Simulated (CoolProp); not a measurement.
A single-stage vapour-compression cycle with ammonia: evaporating at 215.15 K (dew point), condensing at 254.15 K (bubble point), superheat 8 K, subcooling 8 K, compressor efficiency 0.6, no pressure losses. Each further row changes one setting.

Computed with CoolProp (reference Helmholtz-energy equation of state, Gao 2020).

```json
[
 {"case": "as stated", "cooling COP": "…", "pressure ratio": "7.98", "discharge temperature (K)": "446.5", "refrigerating effect (kJ/kg)": "1320", "volumetric capacity (kJ/m³)": "304"},
 {"case": "evaporating temperature 220.15 K", "cooling COP": "…", "pressure ratio": "…", "discharge temperature (K)": "…", "refrigerating effect (kJ/kg)": "…", "volumetric capacity (kJ/m³)": "410"},
 {"case": "condensing temperature 249.15 K", "cooling COP": "3.20", "pressure ratio": "6.38", "discharge temperature (K)": "418.9", "refrigerating effect (kJ/kg)": "1340", "volumetric capacity (kJ/m³)": "309"},
 {"case": "subcooling 13 K", "cooling COP": "…", "pressure ratio": "7.98", "discharge temperature (K)": "446.5", "refrigerating effect (kJ/kg)": "1340", "volumetric capacity (kJ/m³)": "309"},
 {"case": "superheat 18 K", "cooling COP": "2.65", "pressure ratio": "7.98", "discharge temperature (K)": "…", "refrigerating effect (kJ/kg)": "1340", "volumetric capacity (kJ/m³)": "295"},
 {"case": "compressor efficiency 0.5", "cooling COP": "2.27", "pressure ratio": "7.98", "discharge temperature (K)": "486.5", "refrigerating effect (kJ/kg)": "1320", "volumetric capacity (kJ/m³)": "304"}
]
```

Problem. Fill in the missing entries.

Solution. 
- as stated, cooling COP: 2.73
- evaporating temperature 220.15 K, cooling COP: 3.30
- evaporating temperature 220.15 K, pressure ratio: 5.83
- evaporating temperature 220.15 K, discharge temperature (K): 415.7
- evaporating temperature 220.15 K, refrigerating effect (kJ/kg): 1330
- subcooling 13 K, cooling COP: 2.77
- superheat 18 K, discharge temperature (K): 464.2
